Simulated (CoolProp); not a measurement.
A single-stage vapour-compression cycle with ethylene: evaporating at 207.15 K (dew point), condensing at 228.15 K (bubble point), superheat 0 K, subcooling 0 K, compressor efficiency 0.85, no pressure losses. Each further row changes one setting.

Computed with CoolProp (reference Helmholtz-energy equation of state, Smukala 2000).

```tsv
case	cooling COP	pressure ratio	discharge temperature (K)	refrigerating effect (kJ/kg)	volumetric capacity (kJ/m³)
as stated	7.27	2.06	251.3	362	4030
evaporating temperature 212.15 K	9.99	1.71	245.1	365	4860
condensing temperature 223.15 K	9.84	1.76	241.1	376	4190
subcooling 5 K	7.55	2.06	251.3	376	4190
superheat 10 K	7.09	2.06	262.5	378	3930
compressor efficiency 0.75	6.41	2.06	255.2	362	4030
```
